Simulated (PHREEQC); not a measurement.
## Nickel, zinc or cadmium bath (model solution)

Consider water at 20 °C with 0.0037 mol/kgw NiCl2, 0.079 mol/kgw KCl and 0.0108 mol/kgw FeSO4. Closed to the air; pH follows from the charge balance.

The numbers come from PHREEQC with the ion-association model, wateq4f.dat.

| Item | Result |
|---|---|
| pH | 6.07 |
| ionic strength | 0.122 mol/kgw |

```
species     molality  activity   log γ
----------  --------  --------  ------
Cl-           0.0857    0.0644  -0.124
K+            0.0777    0.0584  -0.124
Fe+2         0.00897   0.00342  -0.419
SO4-2        0.00757   0.00266  -0.454
Ni+2         0.00294   0.00104  -0.449
FeSO4        0.00144   0.00148   0.012
KSO4-        0.00128   0.00100  -0.109
NiSO4       0.000505  0.000519   0.012
FeCl+       0.000394  0.000304  -0.112
NiCl+       0.000219  0.000169  -0.112
NiCl2        3.84e-5   3.95e-5   0.012
FeOH+        1.13e-6   8.74e-7  -0.112
H+           1.03e-6   8.43e-7  -0.087
HSO4-        2.57e-7   1.96e-7  -0.116
Ni(SO4)2-2   2.18e-7   7.76e-8  -0.449
NiOH+        1.54e-7   1.19e-7  -0.112
```

Precipitation was switched off in this run.
